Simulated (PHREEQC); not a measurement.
PHREEQC input (ion-association model, phreeqc.dat):

```
PHASES
  Fix_H+
    H+ = H+
    -log_k 0
SOLUTION 1
  temp 25
  units mol/kgw
  pH 7 charge
  Cl 0.1
  Na 0.1
END
SELECTED_OUTPUT 1
  -reset false
  -pH true
  -pe true
  -ionic_strength true
  -water true
  -totals Ca Cl F Na
  -molalities H+ Ca+2 Na+ Cl- F- OH- O2 HF HF2- CaOH+
    NaOH NaF
  -equilibrium_phases Fluorite
PRINT
  -reset false
USE solution 1
EQUILIBRIUM_PHASES 1
  Fix_H+ -2 HCl 10
    -force_equality true
  Fluorite 0 0.1
  O2(g) -0.68 10
END
# ... the last block is repeated for the other 20 points of pH, with NaOH or the acid as the point needs
```

Selected output (columns that matter, 15 of 21 rows; pH added in front):

```
pH	mu	Ca	Cl	F	Na	m_H+	m_Ca+2	m_Na+	m_Cl-	m_F-	m_OH-	m_HF	Fluorite
2	0.11708	0.0016273	0.11518	0.0032547	0.1	0.012211	0.0016273	0.099991	0.11518	0.00027131	1.3452e-12	0.0029684	0.098373
2.4	0.10768	0.00094838	0.10638	0.0018968	0.1	0.0048412	0.00094838	0.099988	0.10638	0.00034818	3.351e-12	0.001533	0.099052
3.2	0.10207	0.00043909	0.10112	0.00087818	0.1	0.00076524	0.00043909	0.099983	0.10112	0.00050509	2.1034e-11	0.00035482	0.099561
3.6	0.10138	0.00036403	0.10046	0.00072805	0.1	0.00030454	0.00036403	0.099981	0.10046	0.00055382	5.2799e-11	0.00015501	0.099636
4.4	0.10099	0.00031875	0.10007	0.00063749	0.1	4.8258e-05	0.00031875	0.09998	0.10007	0.00059129	3.3302e-10	2.6243e-05	0.099681
4.8	0.10094	0.00031341	0.10003	0.00062683	0.1	1.9211e-05	0.00031341	0.09998	0.10003	0.00059624	8.3646e-10	1.0535e-05	0.099687
5.6	0.10091	0.00031042	0.1	0.00062085	0.1	3.0447e-06	0.00031042	0.09998	0.1	0.00059906	5.2776e-09	1.6777e-06	0.09969
6	0.10091	0.00031009	0.1	0.00062017	0.1	1.2121e-06	0.00031009	0.09998	0.1	0.00059939	1.3257e-08	6.6827e-07	0.09969
6.4	0.10091	0.00030995	0.1	0.0006199	0.1	4.8256e-07	0.00030995	0.09998	0.1	0.00059951	3.3299e-08	2.661e-07	0.09969
7.2	0.10091	0.00030987	0.1	0.00061975	0.1	7.648e-08	0.00030987	0.09998	0.1	0.00059959	2.101e-07	4.2179e-08	0.09969
7.6	0.10091	0.00030987	0.1	0.00061973	0.1	3.0447e-08	0.00030987	0.09998	0.1	0.0005996	5.2776e-07	1.6792e-08	0.09969
8.4	0.10091	0.00030987	0.1	0.00061973	0.1	4.8256e-09	0.00030986	0.099983	0.1	0.00059961	3.3299e-06	2.6614e-09	0.09969
8.8	0.10092	0.00030987	0.1	0.00061974	0.10001	1.9211e-09	0.00030985	0.099988	0.1	0.00059962	8.3645e-06	1.0595e-09	0.09969
9.6	0.10096	0.00030992	0.1	0.00061985	0.10005	3.0448e-10	0.00030982	0.10003	0.1	0.00059971	5.2778e-05	1.6794e-10	0.09969
10	0.10104	0.00031002	0.1	0.00062004	0.10013	1.2122e-10	0.00030976	0.10011	0.1	0.00059989	0.00013258	6.6872e-11	0.09969
```

Complexes and solids missing from the database can't appear.
